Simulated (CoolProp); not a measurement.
A simple Rankine cycle with water: condensing at 304.15 K, boiler at 0.516 MPa, turbine inlet 431.1 K, turbine efficiency 0.9, pump efficiency 0.7, no recuperator. Each further row changes one setting.

Values from CoolProp's reference Helmholtz-energy equation of state, Wagner 2002.

| case | thermal efficiency (%) | net work (kJ/kg) | heat in (kJ/kg) | turbine exit temperature (K) | volume ratio over the turbine |
|---|---|---|---|---|---|
| as stated | 23.5 | 619 | 2630 | 304.1 | 69.9 |
| turbine inlet 451.1 K | 23.6 | 632 | 2680 | 304.1 | 67.3 |
| condensing temperature 296.15 K | 25.0 | 666 | 2660 | 296.2 | 107 |
| boiler pressure 0.361 MPa | 21.9 | 579 | 2640 | 304.1 | 49.5 |
| turbine efficiency 0.8 | 20.9 | 550 | 2630 | 304.1 | 72.3 |

The expansion ends wet for: as stated; turbine inlet 451.1 K; condensing temperature 296.15 K; boiler pressure 0.361 MPa; turbine efficiency 0.8.
